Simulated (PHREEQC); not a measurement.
Synthetic water in mg/L, 25 °C, pH 3.91, pe 12:

| constituent | mg/L |
|---|---|
| Na | 2130 |
| K | 30.3 |
| Ca | 276 |
| Mg | 37.9 |
| Cl | 185 |
| S(6) as SO4 | 5150 |
| F | 5.7 |
| N(5) as NO3 | 3.62 |

Cl is adjusted to close the charge balance.
Valence states are taken as typed.

The numbers come from PHREEQC with the ion-association model, phreeqc.dat.

Question: The ionic strength comes out as 0.145 mol/kgw. What activity coefficients do H+, Cl-, NO3-, KSO4-, Ca+2 get?

Answer: H+ 0.81, Cl- 0.74, NO3- 0.72, KSO4- 0.77, Ca+2 0.35.

This is a speciation only: nothing precipitates in the calculation. Examples of supersaturated solids here: Fluorite. Others may be too.
